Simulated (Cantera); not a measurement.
## Thermodynamics of roasting and sulfation, feed Fe2O3 + H2S + O2

Charge: 1 mol Fe2O3, 0.46 mol H2S, 3.1 mol O2, held at 975 K.

Cantera equilibrium calculation (NASA polynomials, part measured and part estimated; ideal gas, pure solids and liquids). Candidate condensed phases: Fe, FeO, Fe(OH)2, Fe(OH)3, FeS, FeSO4, FeS2, Fe2O3, Fe2(SO4)3, Fe3O4, H2O, H2SO4, S; 22 gas species. Equilibrium is a limit: real reactors are often held back by kinetics, nucleation or transport.

| P (Pa) | log p O2 | log p H2O | log p SO2 | log p SO3 | log p H2SO4 | n Fe2O3(s) | n Fe2(SO4)3(s) |
|---|---|---|---|---|---|---|---|
| 1000 | -2.14 | -2.85 | -2.94 | -3.62 | -8.72 | 1.00 | 0 |
| 2300 | -1.78 | -2.49 | -2.61 | -3.11 | -7.85 | 1.00 | 0 |
| 5400 | -1.41 | -2.12 | -2.29 | -2.61 | -6.97 | 1.00 | 0 |
| 13000 | -1.03 | -1.73 | -1.97 | -2.10 | -6.08 | 1.00 | 0 |
| 29000 | -0.68 | -1.38 | -1.71 | -1.66 | -5.29 | 1.00 | 0 |
| 68000 | -0.32 | -1.01 | -1.44 | -1.21 | -4.46 | 1.00 | 0 |
| 160000 | 0.05 | -0.63 | -1.19 | -0.77 | -3.66 | 1.00 | 0 |
| 370000 | 0.46 | -0.22 | -1.35 | -0.73 | -3.20 | 0.905 | 0.0948 |
| 860000 | 0.84 | 0.16 | -1.54 | -0.73 | -2.82 | 0.869 | 0.131 |
| 2000000 | 1.21 | 0.54 | -1.73 | -0.73 | -2.45 | 0.856 | 0.144 |
log p: log10 of the partial pressure in bar; n: condensed amount in mol.

From 7.50 Torr to 1200 Torr the condensed part is Fe2O3(s). From 2780 Torr to 15000 Torr the condensed part is Fe2O3(s) + Fe2(SO4)3(s).
